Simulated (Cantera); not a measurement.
A Cantera script and what it prints.

```python
import numpy as np
import cantera as ct

gas_names = [...]  # 110 gases of nasa_gas.yaml made of C, H, O
cond_names = """
    C(gr) C6H6(L) C7H8(L) C8H18(L),n-octa H2O(s) H2O(L)
""".split()


# ... load() reads the species with a 1 bar reference pressure and builds the phases ...
atoms = {
    'CH4': {'C': 1, 'H': 4},
    'H2O': {'H': 2, 'O': 1},
}
top_T = {'C(gr)': 4500}  # K; cautious upper limits of use, not melting points


# ... equilibrate(T, P, feed) seeds the gas with the atoms and calls Mixture.equilibrate('TP', solver="vcs", rtol=1e-11, max_steps=5000) ...
results = []
feed = {'CH4': 1, 'H2O': 0.73}  # mol
P = 3500000  # Pa
for T in [750, 800, 850, 900, 950, 1000, 1050, 1100]:
    mix = equilibrate(T, P, feed)
    results.append((T, P, feed, dict(zip(mix.species_names, mix.species_moles))))
    x = sorted(zip(gas.X, gas.species_names), reverse=True)
    print(f"T = {T:g} K  P = {P:g} Pa  gas = {mix.phase_moles(0):.4g} mol")
    print("   x: " + "  ".join(f"{s} {v:.3e}" for v, s in x if v > 1e-05))
    print("   condensed (mol): " + ("  ".join(f"{mix.phase(i).name} {mix.phase_moles(i):.4g}"
          for i in range(1, mix.n_phases) if mix.phase_moles(i) > 1e-12) or "none"))
```

It prints:

```
T = 750 K  P = 3.5e+06 Pa  gas = 1.809 mol
   x: CH4 5.308e-01  H2O 3.606e-01  H2 8.667e-02  CO2 2.104e-02  CO 8.263e-04  C2H6 3.182e-05
   condensed (mol): none
T = 800 K  P = 3.5e+06 Pa  gas = 1.845 mol
   x: CH4 5.109e-01  H2O 3.360e-01  H2 1.219e-01  CO2 2.862e-02  CO 2.460e-03  C2H6 4.285e-05
   condensed (mol): none
T = 850 K  P = 3.5e+06 Pa  gas = 1.891 mol
   x: CH4 4.862e-01  H2O 3.073e-01  H2 1.638e-01  CO2 3.621e-02  CO 6.320e-03  C2H6 5.451e-05
   condensed (mol): none
T = 900 K  P = 3.5e+06 Pa  gas = 1.951 mol
   x: CH4 4.560e-01  H2O 2.753e-01  H2 2.121e-01  CO2 4.236e-02  CO 1.419e-02  C2H6 6.536e-05
   condensed (mol): none
T = 950 K  P = 3.5e+06 Pa  gas = 2.029 mol
   x: CH4 4.182e-01  H2 2.670e-01  H2O 2.420e-01  CO2 4.503e-02  CO 2.773e-02  C2H6 7.279e-05
   condensed (mol): C(gr) 0.003653
T = 1000 K  P = 3.5e+06 Pa  gas = 2.133 mol
   x: CH4 3.681e-01  H2 3.319e-01  H2O 2.117e-01  CO 4.611e-02  CO2 4.222e-02  C2H6 7.201e-05
   condensed (mol): C(gr) 0.0262
T = 1050 K  P = 3.5e+06 Pa  gas = 2.258 mol
   x: H2 3.974e-01  CH4 3.165e-01  H2O 1.782e-01  CO 7.057e-02  CO2 3.726e-02  C2H6 6.765e-05
   condensed (mol): C(gr) 0.04135
T = 1100 K  P = 3.5e+06 Pa  gas = 2.402 mol
   x: H2 4.604e-01  CH4 2.663e-01  H2O 1.433e-01  CO 9.944e-02  CO2 3.055e-02  C2H6 6.060e-05
   condensed (mol): C(gr) 0.04776
```

These are equilibrium values from Cantera (NASA tables, ideal gas, pure condensed phases), not measurements of a reactor. The ideal-gas law is rough above about 30 bar.
